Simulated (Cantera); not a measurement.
Feed: 1 mol CH3SiCl3, 0.069 mol CH4, 1800 mol H2, at 10000 Pa.

Equilibrium computed with Cantera from the NASA thermochemical tables; the gas is ideal and each condensed phase is pure. Candidate condensed phases: C, C6H6, C7H8, C8H18, Si, SiC; 109 gas species. The feed counts by its element totals alone. Gases not in the tables: Si2H6 and higher silanes. Equilibrium is a limit: real reactors are often held back by kinetics, nucleation or transport.

x: gas mole fraction; n: condensed amount in mol.

| T (K) | x H2 | x H | x HCl | x Si | x C2H2 (acetylene) | n SiC(s) |
|---|---|---|---|---|---|---|
| 1173 | 0.998 | 3.73e-7 | 0.00166 | <1e-12 | ___ | 0.999 |
| 1273 | 0.998 | 2.25e-6 | 0.00166 | 1.12e-11 | ___ | 0.999 |
| 1373 | 0.998 | 1.05e-5 | 0.00166 | 2.13e-10 | ___ | 0.999 |
| 1473 | 0.998 | 4.00e-5 | 0.00166 | 2.72e-9 | ___ | 0.999 |
| 1573 | 0.998 | 0.000128 | 0.00166 | 2.59e-8 | ___ | 0.999 |
| 1673 | 0.998 | 0.000360 | 0.00166 | 2.13e-7 | ___ | 0.997 |
| 1773 | 0.997 | 0.000898 | 0.00166 | 1.68e-6 | ___ | 0.991 |
| 1873 | 0.996 | 0.00204 | 0.00166 | 1.11e-5 | ___ | 0.960 |
| 1973 | 0.994 | 0.00425 | 0.00165 | 5.36e-5 | ___ | 0.844 |
| 2073 | 0.990 | 0.00827 | 0.00164 | 0.000201 | ___ | 0.476 |
| 2173 | 0.982 | 0.0151 | 0.00163 | 0.000417 | 0.000277 | 0 |
| 2273 | 0.971 | 0.0262 | 0.00161 | 0.000451 | 0.000281 | 0 |
| 2373 | 0.954 | 0.0431 | 0.00157 | 0.000470 | 0.000281 | 0 |

Q: Fill in the missing entries.

A: 
- 1173, x C2H2 (acetylene): 2.45e-11
- 1273, x C2H2 (acetylene): 6.35e-10
- 1373, x C2H2 (acetylene): 1.03e-8
- 1473, x C2H2 (acetylene): 1.12e-7
- 1573, x C2H2 (acetylene): 8.50e-7
- 1673, x C2H2 (acetylene): 3.89e-6
- 1773, x C2H2 (acetylene): 1.01e-5
- 1873, x C2H2 (acetylene): 2.17e-5
- 1973, x C2H2 (acetylene): 5.42e-5
- 2073, x C2H2 (acetylene): 0.000151
